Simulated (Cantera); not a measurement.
A closed system holds: 1 mol FeS, a varied amount of H₂, 0.037 mol H₂O, equilibrated at 1048.15 K and 0.700 bar.

Method: chemical equilibrium by Gibbs-energy minimisation in Cantera with the NASA 1993 tables (ideal gas, pure condensed phases). Candidate condensed phases: Fe, FeO, Fe(OH)₂, Fe(OH)₃, FeS, FeSO₄, FeS₂, Fe₂O₃, Fe₂(SO₄)₃, Fe₃O₄, H₂O, H₂SO₄, S; 22 gas species. Mutual solubility and eutectic melting of coexisting phases are not modelled. FeS: taken at fixed stoichiometry. Kinetics and transport are ignored.

Problem. At 290 mol H₂, list the 3 most abundant gas species with their mole fractions, and the condensed phases.

Solution. H₂ 0.998, H₂S 0.00158, H₂O 0.000128. Condensed: Fe(α) + FeS(s).
